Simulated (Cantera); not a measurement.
An isothermal, constant-pressure homogeneous reactor starts with 1.37 % CO, 0.313 % O2, 0.577 % H2O, 97.7 % N2, at 1325 K and 0.296 atm.

Detailed kinetics in Cantera: GRI-Mech 3.0 (53 species, 325 reactions).

x: mole fraction; the columns are a selection and need not sum to one.

| t (s) | x CO | x O2 | x H2O | x NO | x OH | x CO2 |
|---|---|---|---|---|---|---|
| 2.00e-5 | 0.0137 | 0.00313 | 0.00577 | <1e-12 | 1.53e-12 | 7.63e-11 |
| 8.60e-5 | 0.0137 | 0.00313 | 0.00577 | <1e-12 | 1.46e-11 | 3.33e-10 |
| 0.000369 | 0.0137 | 0.00313 | 0.00577 | <1e-12 | 1.39e-10 | 1.65e-9 |
| 0.00159 | 0.0137 | 0.00313 | 0.00577 | <1e-12 | 1.96e-9 | 1.82e-8 |
| 0.00682 | 0.0137 | 0.00312 | 0.00576 | 1.76e-12 | ? | ? |
| 0.0293 | 0.00570 | 0.000180 | 0.00346 | 1.50e-6 | 8.23e-5 | 0.00801 |
| 0.126 | 0.00571 | 5.92e-6 | 0.00400 | 1.95e-6 | 1.68e-5 | 0.00802 |
| 0.541 | 0.00579 | 2.35e-7 | 0.00412 | 1.95e-6 | 3.42e-6 | 0.00794 |
| 2.33 | 0.00581 | ? | 0.00414 | 1.87e-6 | ? | 0.00792 |
| 10.0 | 0.00582 | 3.87e-10 | 0.00415 | 1.69e-6 | 1.38e-7 | 0.00791 |

Q: Fill in the missing entries.

A: 
- 0.00682, x OH: 1.57e-6
- 0.00682, x CO2: 1.52e-5
- 2.33, x O2: 1.04e-8
- 2.33, x OH: 7.21e-7
